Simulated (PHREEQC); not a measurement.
K2CO3 is added in steps, without added water, to 1 kg of water holding 21 mmol/kgw AgNO3 and 1.2 mmol/kgw KNO3, at 25 °C. Oxygen alone is held at its pressure in air (log pO2 = -0.68). CO2 from the air is kept out. Only these solids could form: Ag2O, Ag2CO3.

Base run: PHREEQC, ion-association model, wateq4f.dat. Each further column changes one thing. The table gives Ag2O (mol).

| K2CO3 added (mol) | base | metal-ligand complexes left out | all activity coefficients set to 1 | Debye-Hückel limiting law | Davies equation for every ion |
|---|---|---|---|---|---|
| 0 | 0 | 0 | 0 | 0 | 0 |
| 0.001833 | 1.97e-6 | 1.95e-6 | 1.28e-6 | … | 1.99e-6 |
| 0.003667 | 2.72e-6 | 2.70e-6 | 1.85e-6 | 2.98e-6 | 2.76e-6 |
| 0.0055 | 4.04e-6 | 4.00e-6 | … | 4.38e-6 | 4.08e-6 |
| 0.007333 | 6.85e-6 | 6.79e-6 | 4.99e-6 | 7.40e-6 | 6.92e-6 |
| 0.009167 | 1.71e-5 | 1.70e-5 | 1.28e-5 | 1.84e-5 | 1.73e-5 |
| 0.011 | 0.000195 | 0.000195 | 0.000207 | … | 0.000195 |
| 0.01283 | 0.000444 | 0.000444 | 0.000503 | 0.000430 | 0.000443 |
| 0.01467 | 0.000609 | 0.000609 | … | 0.000584 | 0.000607 |
| 0.0165 | 0.000738 | 0.000738 | 0.000863 | … | 0.000736 |
| 0.01833 | 0.000847 | 0.000847 | 0.00100 | 0.000801 | 0.000845 |
| 0.02017 | 0.000942 | 0.000942 | … | 0.000884 | 0.000939 |
| 0.022 | 0.00103 | 0.00103 | … | 0.000958 | 0.00102 |

Question: Some entries are withheld; supply them.

Answer: 
- 0.001833, Debye-Hückel limiting law: 2.17e-6
- 0.0055, all activity coefficients set to 1: 2.85e-6
- 0.011, Debye-Hückel limiting law: 0.000193
- 0.01467, all activity coefficients set to 1: 0.000702
- 0.0165, Debye-Hückel limiting law: 0.000703
- 0.02017, all activity coefficients set to 1: 0.00112
- 0.022, all activity coefficients set to 1: 0.00123
